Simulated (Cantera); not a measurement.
Predominance diagram of Mg at 527 °C against the partial pressures of O₂ and Br₂ (log10, bar). Standard-state values (1 bar) from the NASA 1993 polynomials, evaluated with Cantera. Candidates: Mg(s), MgBr₂(s), MgO(s). Only these pure phases compete in this equilibrium. Not in the tables: oxide halides.

```
log p(Br₂) \ log p(O₂)
        columns: -25, -23.7, -22.4, -21.1, -19.7, -18.4, -17.1, -15.8, -14.5, -13.2, -11.8, -10.5, -9.2, -7.9, -6.6, -5.3, -3.9, -2.6, -1.3, 0
      0  A A A A A A A A A A A B B B B B B B B B
     -2  A A A A A A A A B B B B B B B B B B B B
     -4  A A A A A B B B B B B B B B B B B B B B
     -6  A A B B B B B B B B B B B B B B B B B B
     -8  B B B B B B B B B B B B B B B B B B B B
    -10  B B B B B B B B B B B B B B B B B B B B
    -12  B B B B B B B B B B B B B B B B B B B B
    -14  B B B B B B B B B B B B B B B B B B B B
    -16  B B B B B B B B B B B B B B B B B B B B
    -18  B B B B B B B B B B B B B B B B B B B B
    -20  B B B B B B B B B B B B B B B B B B B B
    -22  B B B B B B B B B B B B B B B B B B B B
    -24  B B B B B B B B B B B B B B B B B B B B
    -26  B B B B B B B B B B B B B B B B B B B B
    -28  B B B B B B B B B B B B B B B B B B B B
```

A: MgBr₂(s); B: MgO(s).
